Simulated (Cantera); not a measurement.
Feed: 1 mol Al, 1.8 mol HCl, 30 mol H2, equilibrated at 4.80e-5 bar.

These are equilibrium values from Cantera (NASA tables, ideal gas, pure condensed phases), not measurements of a reactor. Candidate condensed phases: Al, AlCl3; 12 gas species. The tables' values for AlCl2 are old estimates; treat these amounts as uncertain. Rates play no part.

x: gas mole fraction; n: condensed amount in mol.

```csv
T (K),x H2,x AlCl,x HCl,x AlCl3,x Al2Cl6,n Al(s)
475,0.985,7.27e-9,1.36e-10,0.0102,0.00447,0.400
575,0.981,4.62e-6,1.49e-8,0.0189,6.86e-5,0.400
675,0.981,0.000366,3.50e-7,0.0189,1.59e-6,0.392
775,0.975,0.00866,3.41e-6,0.0159,7.17e-8,0.214
875,0.969,0.0185,(withheld),0.0122,(withheld),0
975,0.968,0.0185,0.000461,0.0117,9.40e-10,0
1075,0.966,0.0194,0.00294,0.0102,1.91e-10,0
1175,0.958,(withheld),(withheld),(withheld),(withheld),0
1275,0.949,0.0277,0.0198,0.00177,<1e-12,0
1375,0.945,0.0299,0.0235,0.000268,<1e-12,0
```

Task: Some entries are withheld; supply them.

Result: 
- 1175, x AlCl: 0.0230
- 1175, x HCl: 0.0105
- 1175, x AlCl3: 0.00623
- 1175, x Al2Cl6: 2.41e-11
- 875, x HCl: 4.24e-5
- 875, x Al2Cl6: 5.21e-9
